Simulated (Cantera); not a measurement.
# Low-pressure radical oxidation in H2/O2

An isothermal, constant-pressure homogeneous reactor starts with H2 : O2 = 0.026 : 1 (molar parts), equivalence ratio 0.013, at 1150 K and 2670 Pa.

Model: GRI-Mech 3.0 (53 species, 325 reactions), integrated in Cantera. Radical loss at walls, strong at low pressure, is not modelled.

```tsv
t (s)	x H2	x O2	x H2O2	x H2O	x H	x OH	x HO2
8.00e-6	0.0253	0.975	<1e-12	<1e-12	1.18e-10	1.76e-11	1.35e-10
5.31e-5	0.0253	0.975	<1e-12	1.34e-10	4.97e-10	4.63e-10	9.01e-10
0.000352	0.0253	0.975	2.76e-12	2.10e-8	6.22e-9	1.35e-8	6.14e-9
0.00234	0.0124	0.965	3.77e-7	0.0101	0.00260	0.00305	6.05e-6
0.0155	0.000129	0.965	9.37e-8	0.0245	0.000809	0.00109	3.74e-6
0.103	1.08e-5	0.973	5.99e-8	0.0255	1.97e-5	0.000319	1.10e-6
0.682	3.87e-7	0.974	1.25e-8	0.0256	1.45e-7	6.24e-5	1.02e-7
4.52	2.28e-8	0.974	1.48e-9	0.0257	2.20e-9	1.55e-5	9.05e-9
30.0	2.38e-9	0.974	1.94e-10	0.0257	7.64e-11	5.05e-6	3.46e-9
```
x: mole fraction; the columns are a selection and need not sum to one.

Equilibrium at this temperature and pressure: H2 6.89e-10, O2 0.974, H2O2 6.21e-11, H2O 0.0257, H 1.21e-11, OH 2.72e-6, HO2 4.86e-9 (gas phase only).
